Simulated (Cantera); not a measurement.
A closed system holds: 1 mol Si, 0.016 mol O2, a varied amount of N2, held at 10.0 mbar.

Method: chemical equilibrium by Gibbs-energy minimisation in Cantera with the NASA 1993 tables (ideal gas, pure condensed phases). Candidate condensed phases: Si, SiO2, Si2N2O, Si3N4; 16 gas species. N2 is the only nitrogen source here; it is nearly inert below about 1500 K, so the nitride shown seldom forms there in practice. Mutual solubility and eutectic melting of coexisting phases are not modelled. The numbers say what is thermodynamically allowed, not how fast it happens.

Question: What condenses at these points (T in K, n(N2) in mol): (2248, 40); (1348, 40); (1198, 55); (2248, 34); (1498, 45); (1948, 55); (1798, 34)?

Answer: 
```tsv
T (K)	n(N2) in mol	condensed phases	Si condensed (%)
2248	40	gas only	0.0
1348	40	Si2N2O + Si3N4	100.0
1198	55	Si2N2O + Si3N4	100.0
2248	34	gas only	0.0
1498	45	Si2N2O + Si3N4	99.9
1948	55	Si	82.3
1798	34	Si3N4	95.7
```
